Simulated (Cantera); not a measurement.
Feed: 1 mol Pb, 0.79 mol O2, 1.1 mol N2, 5.8 mol H2, held at 1.40 bar.

Cantera equilibrium calculation (NASA polynomials, part measured and part estimated; ideal gas, pure solids and liquids). Candidate condensed phases: H2O, Pb, PbO, PbO2, Pb3O4; 27 gas species. Kinetics and transport are ignored. All values below are at 1550 K.

Base state: H2 0.594, H2O 0.223, N2 0.155, Pb 0.0280, H 2.05e-5, Pb2 1.59e-5, NH3 1.35e-5 (mole fractions); condensed: Pb(l).

Problem. What changes in the equilibrium state with this change: Pb replaced by Hg?

Solution. 
| species | before | after |
|---|---|---|
| H2 | 0.594 | 0.534 |
| H2O | 0.223 | 0.200 |
| N2 | 0.155 | 0.139 |
| Hg | 0 | 0.127 |
| Pb | 0.0280 | 0 |
| Pb2 | 1.59e-5 | 0 |
| NH3 | 1.35e-5 | 1.09e-5 |
| H | 2.05e-5 | 1.95e-5 |
| Pb(l), mol | 0.801 | 0 |
Further candidate phases: Hg, HgO.
